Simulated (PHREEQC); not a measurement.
Acid mine or pickling water: speciation

Model water analysis in mg/L, 25 °C, pH 3.19, pe 12.6:

```csv
constituent,mg/L
Na,1640
K,107
Ca,387
Mg,137
Cl,801
S(6) as SO4,1780
Pb,2.83
```

Valence states are taken as typed.

Equilibrium calculation in PHREEQC: ion-association model, phreeqc.dat.

```json
{
  "ionic_strength": "0.0965 mol/kgw",
  "specific_conductance": "7110 µS/cm",
  "density": "1.001 g/cm³",
  "total_alkalinity": "-1.17 meq/kg",
  "charge_balance_error": "31.9 %"
}
```

```tsv
species	molality	activity	log γ
Na+	0.0701	0.0551	-0.104
Cl-	0.0227	0.0175	-0.114
SO4-2	0.0124	0.00468	-0.424
Ca+2	0.00733	0.00289	-0.404
Mg+2	0.00393	0.00161	-0.387
K+	0.00266	0.00204	-0.115
CaSO4	0.00236	0.00241	0.010
MgSO4	0.00173	0.00177	0.010
NaSO4-	0.00164	0.00129	-0.102
H+	0.000781	0.000646	-0.083
HSO4-	0.000375	0.000294	-0.106
KSO4-	8.50e-5	6.72e-5	-0.102
CaHSO4+	1.31e-5	1.02e-5	-0.106
Pb+2	5.78e-6	2.17e-6	-0.425
PbSO4	5.60e-6	5.73e-6	0.010
```

This is a speciation only: nothing precipitates in the calculation.
